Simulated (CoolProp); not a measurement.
Saturation properties of CHF3 (R23) (Tc = 299.3 K, pc = 48.32 bar, ω = 0.263).

Model: reference Helmholtz-energy equation of state, Penoncello 2003, in CoolProp.

```json
[
 {"T (K)": "182.1", "p (bar)": "0.5832", "liquid density (kg/m³)": "1480", "vapour density (kg/m³)": "2.781", "enthalpy of vaporisation (kJ/kg)": "246.6", "surface tension (mN/m)": "18.6", "vapour viscosity (µPa s)": "8.98"},
 {"T (K)": "189.6", "p (bar)": "0.9266", "liquid density (kg/m³)": "1451", "vapour density (kg/m³)": "4.288", "enthalpy of vaporisation (kJ/kg)": "240.6", "surface tension (mN/m)": "17.1", "vapour viscosity (µPa s)": "9.39"},
 {"T (K)": "197.1", "p (bar)": "1.414", "liquid density (kg/m³)": "1423", "vapour density (kg/m³)": "6.376", "enthalpy of vaporisation (kJ/kg)": "234.4", "surface tension (mN/m)": "15.7", "vapour viscosity (µPa s)": "9.79"},
 {"T (K)": "204.6", "p (bar)": "2.082", "liquid density (kg/m³)": "1393", "vapour density (kg/m³)": "9.190", "enthalpy of vaporisation (kJ/kg)": "227.9", "surface tension (mN/m)": "14.3", "vapour viscosity (µPa s)": "10.2"},
 {"T (K)": "212.2", "p (bar)": "2.987", "liquid density (kg/m³)": "1362", "vapour density (kg/m³)": "12.96", "enthalpy of vaporisation (kJ/kg)": "220.9", "surface tension (mN/m)": "12.9", "vapour viscosity (µPa s)": "10.6"},
 {"T (K)": "219.7", "p (bar)": "4.151", "liquid density (kg/m³)": "1330", "vapour density (kg/m³)": "17.78", "enthalpy of vaporisation (kJ/kg)": "213.5", "surface tension (mN/m)": "11.6", "vapour viscosity (µPa s)": "11.0"},
 {"T (K)": "227.2", "p (bar)": "5.631", "liquid density (kg/m³)": "1297", "vapour density (kg/m³)": "23.94", "enthalpy of vaporisation (kJ/kg)": "205.7", "surface tension (mN/m)": "10.2", "vapour viscosity (µPa s)": "11.5"},
 {"T (K)": "234.7", "p (bar)": "7.480", "liquid density (kg/m³)": "1262", "vapour density (kg/m³)": "31.73", "enthalpy of vaporisation (kJ/kg)": "197.2", "surface tension (mN/m)": "8.88", "vapour viscosity (µPa s)": "11.9"},
 {"T (K)": "242.2", "p (bar)": "9.753", "liquid density (kg/m³)": "1225", "vapour density (kg/m³)": "41.54", "enthalpy of vaporisation (kJ/kg)": "188.0", "surface tension (mN/m)": "7.59", "vapour viscosity (µPa s)": "12.4"},
 {"T (K)": "249.8", "p (bar)": "12.55", "liquid density (kg/m³)": "1185", "vapour density (kg/m³)": "54.05", "enthalpy of vaporisation (kJ/kg)": "177.8", "surface tension (mN/m)": "6.32", "vapour viscosity (µPa s)": "12.9"},
 {"T (K)": "257.3", "p (bar)": "15.85", "liquid density (kg/m³)": "1142", "vapour density (kg/m³)": "69.63", "enthalpy of vaporisation (kJ/kg)": "166.6", "surface tension (mN/m)": "5.11", "vapour viscosity (µPa s)": "13.4"},
 {"T (K)": "264.8", "p (bar)": "19.77", "liquid density (kg/m³)": "1095", "vapour density (kg/m³)": "89.48", "enthalpy of vaporisation (kJ/kg)": "154.0", "surface tension (mN/m)": "3.95", "vapour viscosity (µPa s)": "14.1"}
]
```

It boils at 191.1 K under 1 atm.

Viscosity comes from a separate model (Shan 2000). Surface tension comes from a separate correlation (Mulero 2012).
